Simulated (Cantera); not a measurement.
Feed: 1 mol PbO, 0.038 mol H2, at 1050 K and 1330 Pa.

These are equilibrium values from Cantera (NASA tables, ideal gas, pure condensed phases), not measurements of a reactor. Candidate condensed phases: H2O, Pb, PbO, PbO2, Pb3O4; 12 gas species. Mutual solubility and eutectic melting of coexisting phases are not modelled. Equilibrium is a limit: real reactors are often held back by kinetics, nucleation or transport.

Base state: H2O 0.996, Pb 0.00349, H2 0.000175, PbO 0.000111 (mole fractions); condensed: Pb(l) + PbO(yellow).

Question: What changes in the equilibrium state with this change: PbO replaced by HgO?

Answer: 
| species | before | after |
|---|---|---|
| Hg | 0 | 0.658 |
| O2 | <1e-9 | 0.317 |
| H2O | 0.996 | 0.0250 |
| Pb | 0.00349 | 0 |
| H2 | 0.000175 | <1e-9 |
| PbO | 0.000111 | 0 |
| Pb(l), mol | 0.0379 | 0 |
| PbO(yellow), mol | 0.962 | 0 |
Further candidate phases: Hg, HgO.
